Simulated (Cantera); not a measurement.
Charge: 1 mol CF4, 0.33 mol F2, equilibrated at 0.100 bar.

Method: chemical equilibrium by Gibbs-energy minimisation in Cantera with the NASA 1993 tables (ideal gas, pure condensed phases). Candidate condensed phases: C; 13 gas species. Gases not in the tables: C2F6 and larger saturated fluorocarbons. Rates play no part.

log p: log10 of the partial pressure in bar; nothing condenses.

```
T (°C)  log p F  log p CF4  log p CF2  log p CF  log p CF3  log p C3
------  -------  ---------  ---------  --------  ---------  --------
1677      -1.40      -1.22      -6.87    -12.10      -5.67      <-13
1827      -1.40      -1.22      -5.14     -9.36      -4.63      <-13
1977      -1.40      -1.23        ___       ___        ___      <-13
2127      -1.35      -1.29      -2.48     -5.12      -3.06      <-13
2277        ___        ___        ___       ___        ___       ___
2427      -1.16      -2.25      -1.64     -3.21      -2.91     -7.49
2577      -1.14      -3.12      -1.62     -2.68      -3.25     -5.63
2727      -1.13      -4.00      -1.70     -2.29      -3.65     -4.16
2877      -1.11      -4.90      -1.88     -2.05      -4.12     -3.24
3027      -1.09      -5.84      -2.19     -1.98      -4.68     -2.84
```

### Question
Some entries are withheld; supply them.

### Answer

- 2277, log p F: -1.24
- 2277, log p CF4: -1.59
- 2277, log p CF2: -1.85
- 2277, log p CF: -3.94
- 2277, log p CF3: -2.79
- 2277, log p C3: -9.82
- 1977, log p CF2: -3.64
- 1977, log p CF: -7.00
- 1977, log p CF3: -3.74
